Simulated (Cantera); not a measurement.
Cantera run, input and output.

```python
import numpy as np
import cantera as ct

gas = ct.Solution("h2o2.yaml")
gas.TPX = 400, 1000000, {'H2': 1, 'O2': 0.714, 'N2': 2.69, 'H2O': 0.0049}
flame = ct.FreeFlame(gas, width=0.008)
flame.set_refine_criteria(ratio=3, slope=0.08, curve=0.16)
flame.transport_model = "mixture-averaged"
flame.solve(loglevel=0, auto=True)
z, T = flame.grid, flame.T
thick = (T[-1] - T[0]) / np.gradient(T, z).max()
show = ['H2', 'O2', 'OH', 'H2O', 'H2O2', 'HO2']
print(f"laminar burning velocity  {flame.velocity[0] * 100:.3f} cm/s")
print(f"burnt temperature         {T[-1]:.1f} K")
print(f"thermal thickness         {thick * 1e3:.4f} mm")
print(f"grid points               {len(z)}")
z0 = z[flame.heat_release_rate.argmax()]
print(f"{'z/mm':>9s}{'T/K':>9s}{'u/(m/s)':>9s}" + "".join(f"{s:>11s}" for s in show))
rows = []
for k in (-3, -2, -1.5, -1, -0.5, -0.25, 0, 0.25, 0.5, 1, 2, 4, 8):
    zz = z0 + k * thick
    rows.append([k * thick, np.interp(zz, z, T), np.interp(zz, z, flame.velocity),
                 *(np.interp(zz, z, flame.X[gas.species_index(s)]) for s in show)])
    print(f"{rows[-1][0] * 1e3:9.3f}{rows[-1][1]:9.1f}{rows[-1][2]:9.3f}" + "".join(f"{x:11.3e}" for x in rows[-1][3:]))
```

Result:

```
laminar burning velocity  76.821 cm/s
burnt temperature         2050.4 K
thermal thickness         0.0381 mm
grid points               115
     z/mm      T/K  u/(m/s)         H2         O2         OH        H2O       H2O2        HO2
   -0.114    400.4    0.766  2.238e-01  1.626e-01  1.934e-13  1.135e-03  4.824e-08  4.217e-08
   -0.076    403.7    0.765  2.152e-01  1.643e-01  4.355e-12  1.375e-03  7.904e-07  6.880e-07
   -0.057    414.0    0.773  2.022e-01  1.667e-01  5.794e-11  2.405e-03  4.781e-06  4.222e-06
   -0.038    468.3    0.847  1.711e-01  1.704e-01  3.148e-09  9.760e-03  4.027e-05  4.045e-05
   -0.019    767.0    1.327  1.094e-01  1.606e-01  6.511e-06  5.605e-02  2.754e-04  5.580e-04
   -0.010   1129.7    1.929  7.144e-02  1.364e-01  2.895e-04  1.103e-01  3.156e-04  9.399e-04
    0.000   1509.9    2.570  3.750e-02  1.034e-01  1.785e-03  1.706e-01  2.969e-05  5.370e-04
    0.010   1750.2    2.980  1.683e-02  7.878e-02  4.356e-03  2.099e-01  5.101e-06  2.469e-04
    0.019   1875.5    3.193  8.132e-03  6.753e-02  5.888e-03  2.276e-01  3.415e-06  1.268e-04
    0.038   1977.9    3.363  3.018e-03  6.153e-02  5.594e-03  2.393e-01  2.021e-06  4.839e-05
    0.076   2029.8    3.447  9.068e-04  6.017e-02  3.615e-03  2.450e-01  1.017e-06  1.470e-05
    0.152   2046.6    3.473  2.629e-04  6.015e-02  2.181e-03  2.470e-01  5.419e-07  5.452e-06
    0.305   2050.0    3.478  1.451e-04  6.022e-02  1.741e-03  2.474e-01  4.310e-07  3.927e-06
```

Detailed kinetics in Cantera: the H2/O2 subset of GRI-Mech 3.0, which has no nitrogen chemistry. The hydrogen kinetics of GRI-Mech 3.0 are dated; newer H2 mechanisms differ, most at raised pressure. Burning velocities carry a grid error of a few per cent, more on coarse grids.
